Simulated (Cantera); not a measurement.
What does this Cantera script print?

```python
import numpy as np
import cantera as ct

gas_names = """
    CL CL2 H HCL H2 Si SiCL SiCL2 SiCL3 SiCL4 SiH SiHCL3 SiH2 SiH2CL2 SiH3 SiH3CL SiH4 Si2 Si3
""".split()
cond_names = """
    Si(cr) Si(L)
""".split()


# ... load() reads the species with a 1 bar reference pressure and builds the phases ...
atoms = {
    'SiCl4': {'Si': 1, 'CL': 4},
    'H2': {'H': 2},
}
top_T = {}  # K; cautious upper limits of use, not melting points


# ... equilibrate(T, P, feed) seeds the gas with the atoms and calls Mixture.equilibrate('TP', solver="vcs", rtol=1e-11, max_steps=5000) ...
results = []
feed = {'SiCl4': 1, 'H2': 24}  # mol
for P in [100, 320, 1000, 3200, 10000, 32000, 100000]:
    for T in [1223, 1323, 1423, 1523, 1623, 1723, 1823, 1923, 2023, 2123, 2223, 2323, 2423, 2523]:
        mix = equilibrate(T, P, feed)
        results.append((T, P, feed, dict(zip(mix.species_names, mix.species_moles))))

for T, P, feed, n in results:
    print(f"{T:7g} {P:10.4g}  " + (" + ".join(c for c in cond_names if n.get(c, 0) > 1e-12) or "gas only"))
```

Output:

```
   1223        100  Si(cr)
   1323        100  Si(cr)
   1423        100  Si(cr)
   1523        100  Si(cr)
   1623        100  Si(cr)
   1723        100  Si(L)
   1823        100  Si(L)
   1923        100  gas only
   2023        100  gas only
   2123        100  gas only
   2223        100  gas only
   2323        100  gas only
   2423        100  gas only
   2523        100  gas only
   1223        320  Si(cr)
   1323        320  Si(cr)
   1423        320  Si(cr)
   1523        320  Si(cr)
   1623        320  Si(cr)
   1723        320  Si(L)
   1823        320  Si(L)
   1923        320  Si(L)
   2023        320  gas only
   2123        320  gas only
   2223        320  gas only
   2323        320  gas only
   2423        320  gas only
   2523        320  gas only
   1223       1000  Si(cr)
   1323       1000  Si(cr)
   1423       1000  Si(cr)
   1523       1000  Si(cr)
   1623       1000  Si(cr)
   1723       1000  Si(L)
   1823       1000  Si(L)
   1923       1000  Si(L)
   2023       1000  Si(L)
   2123       1000  gas only
   2223       1000  gas only
   2323       1000  gas only
   2423       1000  gas only
   2523       1000  gas only
   1223       3200  Si(cr)
   1323       3200  Si(cr)
   1423       3200  Si(cr)
   1523       3200  Si(cr)
   1623       3200  Si(cr)
   1723       3200  Si(L)
   1823       3200  Si(L)
   1923       3200  Si(L)
   2023       3200  Si(L)
   2123       3200  Si(L)
   2223       3200  gas only
   2323       3200  gas only
   2423       3200  gas only
   2523       3200  gas only
   1223      1e+04  Si(cr)
   1323      1e+04  Si(cr)
   1423      1e+04  Si(cr)
   1523      1e+04  Si(cr)
   1623      1e+04  Si(cr)
   1723      1e+04  Si(L)
   1823      1e+04  Si(L)
   1923      1e+04  Si(L)
   2023      1e+04  Si(L)
   2123      1e+04  Si(L)
   2223      1e+04  Si(L)
   2323      1e+04  gas only
   2423      1e+04  gas only
   2523      1e+04  gas only
   1223    3.2e+04  Si(cr)
   1323    3.2e+04  Si(cr)
   1423    3.2e+04  Si(cr)
   1523    3.2e+04  Si(cr)
   1623    3.2e+04  Si(cr)
   1723    3.2e+04  Si(L)
   1823    3.2e+04  Si(L)
   1923    3.2e+04  Si(L)
   2023    3.2e+04  Si(L)
   2123    3.2e+04  Si(L)
   2223    3.2e+04  Si(L)
   2323    3.2e+04  Si(L)
   2423    3.2e+04  Si(L)
   2523    3.2e+04  gas only
   1223      1e+05  Si(cr)
   1323      1e+05  Si(cr)
   1423      1e+05  Si(cr)
   1523      1e+05  Si(cr)
   1623      1e+05  Si(cr)
   1723      1e+05  Si(L)
   1823      1e+05  Si(L)
   1923      1e+05  Si(L)
   2023      1e+05  Si(L)
   2123      1e+05  Si(L)
   2223      1e+05  Si(L)
   2323      1e+05  Si(L)
   2423      1e+05  Si(L)
   2523      1e+05  Si(L)
```

Method: chemical equilibrium by Gibbs-energy minimisation in Cantera with the NASA 1993 tables (ideal gas, pure condensed phases). The tables' values for SiCl3 are old estimates.
